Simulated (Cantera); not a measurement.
Feed: 1 mol SrCl2, 0.2 mol O2, 55 mol N2, held at 800 °C and 750 Torr.

Cantera equilibrium calculation (NASA polynomials, part measured and part estimated; ideal gas, pure solids and liquids). Candidate condensed phases: Sr, SrCl2, SrO; 16 gas species. Condensed phases not in the tables: oxide chlorides. Rates play no part.

Base state: N2 0.996, O2 0.00362 (mole fractions); condensed: SrCl2(s).

Task: What changes in the equilibrium state with this change: temperature from 800 °C to 1500 °C?

Result: 
```csv
species,before,after
N2,0.996,0.982
SrCl2,2.95e-8,0.0143
O2,0.00362,0.00325
NO,9.76e-6,0.000526
Cl,1.19e-8,0.000221
"SrCl2(s), mol",1.000,0
"SrCl2(l), mol",0,0.192
"SrO(s), mol",0,0.00624
```
Mutual solubility and eutectic melting of coexisting phases are not modelled.
